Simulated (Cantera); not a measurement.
An isothermal, constant-pressure homogeneous reactor starts with 43.5 % NO, 56.5 % N₂, at 1900 K and 1.20 bar.

Computed with Cantera and GRI-Mech 3.0 (53 species, 325 reactions).

x: mole fraction; the columns are a selection and need not sum to one.

```tsv
t (s)	x NO	x N₂O	x O₂	x O	x N₂	x NO₂
8.00e-6	0.435	9.76e-7	1.61e-9	7.79e-7	0.565	2.08e-7
2.00e-5	0.435	2.42e-6	8.48e-9	1.46e-6	0.565	1.03e-6
5.00e-5	0.435	5.93e-6	4.07e-8	2.27e-6	0.565	4.07e-6
0.000125	0.435	1.41e-5	2.08e-7	3.60e-6	0.565	1.29e-5
0.000313	0.435	3.10e-5	1.51e-6	6.96e-6	0.565	3.70e-5
0.000783	0.435	5.80e-5	1.54e-5	1.45e-5	0.565	9.46e-5
0.00196	0.434	8.06e-5	0.000123	2.21e-5	0.565	0.000156
0.00490	0.433	8.52e-5	0.000502	2.38e-5	0.566	0.000170
0.0123	0.431	8.45e-5	0.00147	2.53e-5	0.567	0.000181
0.0306	0.427	8.24e-5	0.00386	2.86e-5	0.569	0.000205
0.0767	0.415	7.75e-5	…	…	0.575	…
0.192	0.387	6.68e-5	0.0236	4.78e-5	0.589	0.000320
0.480	0.327	4.73e-5	0.0533	6.67e-5	0.619	0.000383
1.20	0.226	2.24e-5	0.104	9.01e-5	0.669	0.000362
3.00	…	…	…	…	…	…
```

Problem. Fill in the missing entries.

Solution. 
- 0.0767, x O₂: 0.00975
- 0.0767, x O: 3.54e-5
- 0.0767, x NO₂: 0.000250
- 3.00, x NO: 0.110
- 3.00, x N₂O: 5.46e-6
- 3.00, x O₂: 0.162
- 3.00, x O: 0.000111
- 3.00, x N₂: 0.727
- 3.00, x NO₂: 0.000219
